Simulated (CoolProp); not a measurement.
Properties of decamethyltetrasiloxane (MD2M) along the isobar 0.101 MPa.

The numbers come from the reference Helmholtz-energy equation of state, Thol 2017 in CoolProp.

```json
[
 {"T (°C)": "10.85", "phase": "liquid", "Z": "0.01540", "cv (kJ/(kg K))": "1.391", "speed of sound (m/s)": "977.8", "Joule-Thomson coefficient (K/MPa)": "-0.4602", "fugacity coefficient": "0.0001582"},
 {"T (°C)": "16.45", "phase": "liquid", "Z": "0.01520", "cv (kJ/(kg K))": "1.407", "speed of sound (m/s)": "958.5", "Joule-Thomson coefficient (K/MPa)": "-0.4540", "fugacity coefficient": "0.0002593"},
 {"T (°C)": "21.95", "phase": "liquid", "Z": "0.01501", "cv (kJ/(kg K))": "1.423", "speed of sound (m/s)": "939.8", "Joule-Thomson coefficient (K/MPa)": "-0.4478", "fugacity coefficient": "0.0004117"},
 {"T (°C)": "27.55", "phase": "liquid", "Z": "0.01483", "cv (kJ/(kg K))": "1.438", "speed of sound (m/s)": "921.0", "Joule-Thomson coefficient (K/MPa)": "-0.4413", "fugacity coefficient": "0.0006444"},
 {"T (°C)": "33.05", "phase": "liquid", "Z": "0.01466", "cv (kJ/(kg K))": "1.454", "speed of sound (m/s)": "902.8", "Joule-Thomson coefficient (K/MPa)": "-0.4348", "fugacity coefficient": "0.0009802"},
 {"T (°C)": "38.55", "phase": "liquid", "Z": "0.01450", "cv (kJ/(kg K))": "1.469", "speed of sound (m/s)": "884.9", "Joule-Thomson coefficient (K/MPa)": "-0.4282", "fugacity coefficient": "0.001463"},
 {"T (°C)": "44.15", "phase": "liquid", "Z": "0.01434", "cv (kJ/(kg K))": "1.484", "speed of sound (m/s)": "866.9", "Joule-Thomson coefficient (K/MPa)": "-0.4213", "fugacity coefficient": "0.002158"},
 {"T (°C)": "49.65", "phase": "liquid", "Z": "0.01418", "cv (kJ/(kg K))": "1.499", "speed of sound (m/s)": "849.4", "Joule-Thomson coefficient (K/MPa)": "-0.4144", "fugacity coefficient": "0.003107"},
 {"T (°C)": "55.15", "phase": "liquid", "Z": "0.01404", "cv (kJ/(kg K))": "1.514", "speed of sound (m/s)": "832.1", "Joule-Thomson coefficient (K/MPa)": "-0.4073", "fugacity coefficient": "0.004403"},
 {"T (°C)": "60.75", "phase": "liquid", "Z": "0.01390", "cv (kJ/(kg K))": "1.529", "speed of sound (m/s)": "814.7", "Joule-Thomson coefficient (K/MPa)": "-0.4000", "fugacity coefficient": "0.006181"},
 {"T (°C)": "66.25", "phase": "liquid", "Z": "0.01377", "cv (kJ/(kg K))": "1.544", "speed of sound (m/s)": "797.9", "Joule-Thomson coefficient (K/MPa)": "-0.3925", "fugacity coefficient": "0.008502"},
 {"T (°C)": "71.75", "phase": "liquid", "Z": "0.01364", "cv (kJ/(kg K))": "1.558", "speed of sound (m/s)": "781.1", "Joule-Thomson coefficient (K/MPa)": "-0.3849", "fugacity coefficient": "0.01154"},
 {"T (°C)": "77.35", "phase": "liquid", "Z": "0.01352", "cv (kJ/(kg K))": "1.572", "speed of sound (m/s)": "764.3", "Joule-Thomson coefficient (K/MPa)": "-0.3769", "fugacity coefficient": "0.01553"},
 {"T (°C)": "82.85", "phase": "liquid", "Z": "0.01340", "cv (kJ/(kg K))": "1.586", "speed of sound (m/s)": "747.9", "Joule-Thomson coefficient (K/MPa)": "-0.3687", "fugacity coefficient": "0.02055"},
 {"T (°C)": "88.45", "phase": "liquid", "Z": "0.01329", "cv (kJ/(kg K))": "1.600", "speed of sound (m/s)": "731.3", "Joule-Thomson coefficient (K/MPa)": "-0.3602", "fugacity coefficient": "0.02701"},
 {"T (°C)": "93.95", "phase": "liquid", "Z": "0.01319", "cv (kJ/(kg K))": "1.614", "speed of sound (m/s)": "715.2", "Joule-Thomson coefficient (K/MPa)": "-0.3515", "fugacity coefficient": "0.03494"}
]
```
